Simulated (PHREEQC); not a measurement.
**Arsenic or selenium liquor: speciation**

Make-up at 25 °C: 0.0042 mol H2SeO4, 0.28 mol NaOH and 0.01 mol FeCl3 per kg of water. Closed to the air; pH follows from the charge balance.

Computed with PHREEQC (ion-association model, wateq4f.dat).

No solid was allowed to form.

Question: Predict the pH.

Answer: pH 13.20.

Examples of supersaturated solids here: Fe(OH)3(a), Hematite (slow to form). Others may be too. Species that the database lacks are ignored.
